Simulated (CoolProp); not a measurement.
Vapour-liquid equilibrium of n-hexane (1) + benzene (2) at 8.51 kPa; x and y are mole fractions of (1).

Model: multi-fluid Helmholtz-energy mixture model, Thol 2019 and Thol 2012; pair parameters Bell 2016, in CoolProp.

```tsv
x	bubble temperature (°C)	y at the bubble point	dew temperature at overall composition x (°C)	liquid density (mol/L)
0.05	14.6	0.140	(withheld)	11.07
0.2	10.9	0.379	13.7	10.42
0.35	(withheld)	(withheld)	(withheld)	(withheld)
0.5	7.9	0.614	(withheld)	(withheld)
0.65	7.1	0.711	7.5	8.783
0.8	6.7	0.818	6.7	8.332
0.95	6.6	0.949	6.6	7.920
```

Task: Some entries are withheld; supply them.

Result: 
- 0.05, dew temperature at overall composition x (°C): 15.9
- 0.35, bubble temperature (°C): 9.0
- 0.35, y at the bubble point: 0.513
- 0.35, dew temperature at overall composition x (°C): 11.4
- 0.35, liquid density (mol/L): 9.825
- 0.5, dew temperature at overall composition x (°C): 9.2
- 0.5, liquid density (mol/L): 9.279

y crosses x between x = 0.8 and 0.95: the model has an azeotrope there.

Pair parameters are fitted to limited data, so mixtures are less certain than the pure fluids.
